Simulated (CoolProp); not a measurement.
Values from CoolProp's reference Helmholtz-energy equation of state, Bücker 2006.

Q: For n-butane, give the phase and the Z, cv (kJ/(kg K)), speed of sound (m/s), Joule-Thomson coefficient (K/MPa) at 120.75 °C and 51 bar; 143.35 °C and 51 bar.

A: 
- 120.75 °C and 51 bar: liquid; Z 0.201, cv 2.11, speed of sound 468, Joule-Thomson coefficient 0.473
- 143.35 °C and 51 bar: liquid; Z 0.215, cv 2.23, speed of sound 333, Joule-Thomson coefficient 1.35
